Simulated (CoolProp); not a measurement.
A Linde-Hampson liquefier for methane: isothermal reversible compression at 230 K from 1 atm to 30 MPa, throttling to 1 atm, return gas leaving the recuperator 5 K below the feed. Each further row changes one setting.

Values from CoolProp's reference Helmholtz-energy equation of state, Setzmann 1991.

```csv
case,liquid yield per pass,compression work (kJ/kg of gas)
as stated,0.403,577
high pressure 60 MPa,[?],668
warm-end temperature 260 K,0.317,[?]
warm-end gap 10 K,[?],577
```

What belongs in the gaps?


- high pressure 60 MPa, liquid yield per pass: 0.374
- warm-end temperature 260 K, compression work (kJ/kg of gas): 690
- warm-end gap 10 K, liquid yield per pass: 0.394
